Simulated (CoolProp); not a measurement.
The fluid at 388.42 K and 8.55 MPa is throttled through a valve to 0.225 MPa with no heat exchange. The same conditions are run with several fluids, on thermodynamics alone (safety and materials aside).

Model: reference Helmholtz-energy equation of state of each fluid (sulfur hexafluoride: Guder 2009; n-perfluorobutane: Gao 2022; R507A: Lemmon 2003; C3F8 (R218): Lemmon 2006; R410A: Lemmon 2003), in CoolProp. Blends and air are pseudo-pure fits.

```tsv
fluid	temperature change (K)	final density (kg/m³)
sulfur hexafluoride	(withheld)	(withheld)
n-perfluorobutane	(withheld)	(withheld)
R507A	-97.6	(withheld)
C3F8 (R218)	-63.8	(withheld)
R410A	(withheld)	(withheld)
```

Question: Complete the blanks.

Answer: 
- sulfur hexafluoride, temperature change (K): -52.2
- sulfur hexafluoride, final density (kg/m³): 12.0
- n-perfluorobutane, temperature change (K): -70.2
- n-perfluorobutane, final density (kg/m³): 21.6
- R507A, final density (kg/m³): 9.59
- C3F8 (R218), final density (kg/m³): 16.3
- R410A, temperature change (K): -111.0
- R410A, final density (kg/m³): 7.37
